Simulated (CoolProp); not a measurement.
Properties of water along the isobar 26.3 MPa (Tc = 373.9 °C, pc = 22.06 MPa, ω = 0.344).

Computed with CoolProp (reference Helmholtz-energy equation of state, Wagner 2002).

```csv
T (°C),phase,density (kg/m³),cv (kJ/(kg K)),isothermal compressibility (1/MPa)
250.85,liquid,___,3.140,0.001147
277.25,liquid,782.9,3.071,0.001534
303.65,liquid,738.4,3.016,0.002209
329.95,liquid,684.1,2.982,0.003605
356.35,liquid,___,___,0.007774
382.75,supercritical,456.2,3.310,0.06465
409.15,supercritical,166.7,3.089,0.1022
435.55,supercritical,129.1,___,0.06907
461.95,supercritical,111.3,___,0.05822
488.35,supercritical,___,___,0.05267
514.65,supercritical,91.72,___,0.04928
```

Task: Fill in the missing entries.

Result: 
- 250.85, density (kg/m³): 821.0
- 356.35, density (kg/m³): 609.9
- 356.35, cv (kJ/(kg K)): 2.996
- 435.55, cv (kJ/(kg K)): 2.655
- 461.95, cv (kJ/(kg K)): 2.414
- 488.35, density (kg/m³): 99.91
- 488.35, cv (kJ/(kg K)): 2.263
- 514.65, cv (kJ/(kg K)): 2.163
